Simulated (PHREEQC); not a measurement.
Na2HPO4 is added in steps, without added water, to 1 kg of water holding 0.53 mol HF, 0.00013 mol H2SiF6, 0.0065 mol H3PO4 and 0.0017 mol H2SO4, at 5 °C. O2 is buffered at 0.21 atm. The system is closed to CO2. Solids allowed: Chalcedony, Mirabilite. Others were left out.

Base run: PHREEQC, ion-association model, wateq4f.dat. Each further column changes one thing. The table gives HSO4- (mol/kgw).

```tsv
Na2HPO4 added (mol)	base	Davies equation for every ion	Debye-Hückel limiting law	metal-ligand complexes left out	all activity coefficients set to 1
0	0.000765	0.000754	0.000712	0.000765	0.000936
0.0225	0.000386	0.000377	0.000331	0.000409	0.000498
0.045	0.000226	0.000221	0.000180	0.000251	0.000291
0.07875	0.000126	0.000124	9.13e-5	0.000148	0.000156
0.1013	9.31e-5	9.15e-5	6.34e-5	0.000112	0.000112
0.1237	7.13e-5	7.04e-5	4.59e-5	8.75e-5	8.29e-5
0.1462	5.61e-5	5.56e-5	3.43e-5	7.02e-5	6.34e-5
0.1688	4.50e-5	4.48e-5	2.61e-5	5.72e-5	…
0.1913	3.66e-5	3.66e-5	2.02e-5	4.72e-5	…
0.225	2.72e-5	2.75e-5	1.40e-5	…	…
0.2475	2.25e-5	2.28e-5	1.11e-5	2.99e-5	2.31e-5
0.27	1.87e-5	1.90e-5	8.78e-6	2.50e-5	…
```

Q: Some entries are withheld; supply them.

A: 
- 0.1688, all activity coefficients set to 1: 4.95e-5
- 0.1913, all activity coefficients set to 1: 3.93e-5
- 0.225, metal-ligand complexes left out: 3.58e-5
- 0.225, all activity coefficients set to 1: 2.84e-5
- 0.27, all activity coefficients set to 1: 1.89e-5

wateq4f.dat counts part of the HF as a dimer, H2F2, which phreeqc.dat doesn't know; its constant is uncertain. H3PO4, which wateq4f.dat lacks, is added to it with the constant of phreeqc.dat. At this temperature some constants are extrapolated from 25 °C, and those without enthalpy data are left unchanged. SiF6-2 is the database's only silicon fluoride.
